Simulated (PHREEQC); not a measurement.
Consider water at 25 °C with 0.67 mol/kgw MgCl2, 3.8 mol/kgw MnCl2 and 0.063 mol/kgw LiCl. Closed to the air; pH follows from the charge balance.

Equilibrium calculation in PHREEQC: Pitzer model, pitzer.dat.

```
Property                   Result
-------------------  ------------
pH                           4.33
ionic strength       13.5 mol/kgw
activity of water           0.639
density               1.365 g/cm³
osmotic coefficient         1.835
```

| species | molality | activity | log γ |
|---|---|---|---|
| Cl- | 9.00 | 7.55 | -0.076 |
| Mn+2 | 3.80 | 28.1 | 0.869 |
| Mg+2 | 0.670 | 38.2 | 1.756 |
| Li+ | 0.0630 | 0.762 | 1.082 |
| H+ | 2.76e-6 | 4.68e-5 | 1.230 |
| MgOH+ | 2.75e-6 | 8.10e-7 | -0.531 |
| OH- | 8.35e-9 | 1.38e-10 | -1.781 |

This is a speciation only: nothing precipitates in the calculation. In brines, pH and single-ion activities rest on the MacInnes convention.
